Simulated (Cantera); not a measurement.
# Si2H6 + N2 (silicon epitaxy and polysilicon growth)

Input: 1 mol Si2H6, 46 mol N2, held at 800 K and 10.0 mbar.

Method: chemical equilibrium by Gibbs-energy minimisation in Cantera with the NASA 1993 tables (ideal gas, pure condensed phases). Candidate condensed phases: Si, Si3N4; 18 gas species. The feed counts by its element totals alone. N2 is the only nitrogen source here; it is nearly inert below about 1500 K, so the nitride shown seldom forms there in practice. The numbers say what is thermodynamically allowed, not how fast it happens.

* **x(N2)**: 0.937
* **x(H2)**: 0.0629
* **n(Si3N4(s))**: 0.667 mol
* **gas amount**: 47.67 mol
* **log10 activity of Si(s) (absent)**: -9.09
